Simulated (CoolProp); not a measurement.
Properties of CH3F (R41) along the isobar 0.242 MPa (Tc = 317.3 K, pc = 5.906 MPa, ω = 0.200).

Model: reference Helmholtz-energy equation of state, Lemmon 2006, in CoolProp. It is a short technical equation, of lower accuracy than the large ones.

| T (K) | phase | cp (kJ/(kg K)) | speed of sound (m/s) |
|---|---|---|---|
| 285.6 | gas | 1.134 | 296.0 |
| 298.3 | gas | 1.143 | 302.4 |
| 311 | gas | 1.157 | 308.4 |
| 323.6 | gas | 1.174 | 314.2 |
| 336.3 | gas | 1.193 | 319.7 |
| 349 | gas | 1.214 | 325.2 |
| 361.7 | gas | 1.236 | 330.4 |
| 374.3 | gas | 1.260 | 335.5 |
| 387 | gas | 1.284 | 340.5 |
| 399.7 | gas | 1.310 | 345.3 |
| 412.3 | gas | 1.335 | 350.1 |
| 425 | gas | 1.361 | 354.8 |
